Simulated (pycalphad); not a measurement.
Source of the numbers: pycalphad with the COST 507 light-alloy database (1999); pressure 1 atm. No gas phase is included, though pure Mg would boil below 1377 °C. The data set is of 1999 and partly superseded. Diffusion is slow at the low end, where real alloys seldom reach equilibrium.

Molar enthalpy of Al-3.77Si-0.34Mg (at.%) in equilibrium (SER reference):

```csv
T (°C),H (kJ/mol),phases
1377,52.36,LIQUID
1297,49.83,LIQUID
1217,47.31,LIQUID
1137,44.78,LIQUID
1057,42.25,LIQUID
977,39.72,LIQUID
897,37.20,LIQUID
817,34.67,LIQUID
737,32.15,LIQUID
697,30.89,LIQUID
657,29.62,LIQUID
577,19.05,FCC_A1 + LIQUID
537,14.58,FCC_A1 + DIAMOND_A4
497,13.21,FCC_A1 + DIAMOND_A4
417,10.58,FCC_A1 + DIAMOND_A4 + MG2SI
337,8.15,FCC_A1 + DIAMOND_A4 + MG2SI
257,5.88,FCC_A1 + DIAMOND_A4 + MG2SI
177,3.73,FCC_A1 + DIAMOND_A4 + MG2SI
97,1.67,FCC_A1 + DIAMOND_A4 + MG2SI
```

Cooling from 657 °C to 537 °C, across the freezing range, releases 15.0 kJ/mol, or 557 J/g. The slope is 32 J/(mol K) in the liquid and 34 J/(mol K) just below the solidus, where it includes any heat of precipitation. Liquidus 635 °C, solidus 568 °C. Changes were sought between steps of 40 K, so a narrower field can be missed.

Database names, with the compositions (at.%) that they take in these runs: MG2SI: Mg 67 Si 33. FCC_A1 is fcc; DIAMOND_A4 is diamond (Si).
